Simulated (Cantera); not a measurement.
A perfectly stirred reactor is fed with NO : N2 = 1 : 4.9 (molar parts), at 1.48 atm; it is held at 1748 K, and followed from long to short residence time.

Computed with Cantera and GRI-Mech 3.0 (53 species, 325 reactions).

```
quantity                 before     after
---------------------  --------  --------
x(NO) at τ = 16.0 s      0.0922     0.109
x(N2O) at τ = 16.0 s    3.62e-6   4.85e-6
x(O2) at τ = 16.0 s      0.0385    0.0300
x(N2) at τ = 16.0 s       0.869     0.861
x(O) at τ = 16.0 s      1.20e-5   6.49e-6
x(NO) at τ = 70.0 ms      0.169     0.169
x(N2O) at τ = 70.0 ms   1.16e-5   1.11e-5
x(O2) at τ = 70.0 ms   0.000410  0.000241
x(N2) at τ = 70.0 ms      0.831     0.831
x(O) at τ = 70.0 ms     2.83e-6   1.54e-6
```

### Question
Which change was made?
(A) N2 4.9 to 31 parts
(B) temperature 1748 to 2148 K
(C) pressure from 1.48 atm to 0.612 atm
(D) temperature 1748 to 1700 K

### Answer
D, temperature 1748 to 1700 K
